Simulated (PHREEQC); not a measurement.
Make-up at 20 °C: 0.06 mol CsOH, 0.00029 mol K2SiO3 and 0.00026 mol (CH3)4NCl per kg of water. Closed to the air; pH follows from the charge balance.

Equilibrium calculation in PHREEQC: ion-association model, wateq4f.dat.

| quantity | before | after |
|---|---|---|
| pH | 12.85 | 12.60 |
| ionic strength (mol/kgw) | 0.0609 | 0.0739 |
| H3SiO4- (mol/kgw) | 0.000179 | 0.000213 |
| H2SiO4-2 (mol/kgw) | 0.000111 | 7.66e-5 |
| H4SiO4 (mol/kgw) | 1.63e-7 | 3.39e-7 |
| SI of Quartz (SiO2) | -2.73 | -2.41 |

Problem. What was changed between the two runs?
A. CsOH replaced by Cs2CO3 at the same molality
B. (CH3)4NCl from 0.00026 to 0.000234 mol/kgw
C. 0.013 mol/kgw NH4HCO3 added
D. (CH3)4NCl from 0.00026 to 2.6e-05 mol/kgw
E. temperature from 20 to 90 °C

Solution. C, 0.013 mol/kgw NH4HCO3 added

This is a speciation only: nothing precipitates in the calculation. Carbamate, which ammonia and carbonate form, is missing from the database. (CH3)4N+ isn't in the database: it is added as a free cation with an ion size of 4 Å.
